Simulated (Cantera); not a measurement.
Source: NASA polynomial tables (part measured, part estimated), evaluated in Cantera. Values are per mole of reaction as written; species without (g) are pure solids or liquids, kept so even where they would boil at 1 bar.

Between 300 and 1248 K, where is each reaction favourable under standard conditions?
- S2(g) + 6 F2(g) ⇌ 2 SF6(g)
- 2 N(g) ⇌ N2(g)


- S2(g) + 6 F2(g) ⇌ 2 SF6(g): ΔG° is -2311 kJ at 300 K and -1504 kJ at 1248 K; it stays negative (K > 1). ΔH° is -2544 kJ and ΔS° -834 J/K at 1248 K.
- 2 N(g) ⇌ N2(g): ΔG° is -911 kJ at 300 K and -792 kJ at 1248 K; it stays negative (K > 1). ΔH° is -955 kJ and ΔS° -131 J/K at 1248 K.
